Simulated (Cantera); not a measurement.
Charge: 1 mol Si₃N₄, 0.11 mol CO₂, 4.6 mol H₂, 0.015 mol O₂, equilibrated at 3.30 Pa.

Equilibrium computed with Cantera from the NASA thermochemical tables; the gas is ideal and each condensed phase is pure. Candidate condensed phases: C, C₆H₆, C₇H₈, C₈H₁₈, H₂O, Si, SiC, SiO₂, Si₂N₂O, Si₃N₄; 151 gas species. Mutual solubility and eutectic melting of coexisting phases are not modelled. Gases not in the tables: Si₂H₆ and higher silanes. The numbers say what is thermodynamically allowed, not how fast it happens.

Question: Which condensed phases are stable at each of these points (T (°C)): 1100, 1200, 1300, 1400, 1500, 1600, 1700, 1800?

Answer: 
```csv
T (°C),condensed phases,Si condensed (%)
1100,Si(s) + SiC(s) + Si₂N₂O(s) + Si₃N₄(s),99.8
1200,Si(s) + SiC(s),91.8
1300,Si(s) + SiC(s),91.6
1400,Si(s) + SiC(s),89.0
1500,Si(l) + SiC(s),75.5
1600,SiC(s),1.1
1700,gas only,0.0
1800,gas only,0.0
```

At 1100 °C the condensed part is Si(s) + SiC(s) + Si₂N₂O(s) + Si₃N₄(s). From 1200 °C to 1400 °C the condensed part is Si(s) + SiC(s). At 1500 °C the condensed part is Si(l) + SiC(s). At 1600 °C the condensed part is SiC(s). From 1700 °C to 1800 °C nothing is condensed.
